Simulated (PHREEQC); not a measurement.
A solution holds 7.1 mmol/kgw HBF4 and 1.1 mmol/kgw TMAH, at 25 °C. Closed to the air; pH follows from the charge balance.

Model: ion-association model, wateq4f.dat, run in PHREEQC.

Precipitation was switched off in this run.

**Question.** What pH, ionic strength does the model give?

**Answer.** pH 2.30; ionic strength 0.00656 mol/kgw.

**Question.** In which forms is B present?

**Answer.** BF4- 75 %, H3BO3 17 %, BF3OH- 5.8 %, BF2(OH)2- 1.6 % of the B.

Species that the database lacks are ignored. (CH3)4N+ isn't in the database: it is added as a free cation with an ion size of 4 Å. Real BF4- forms and hydrolyses slowly; the run takes it at equilibrium.
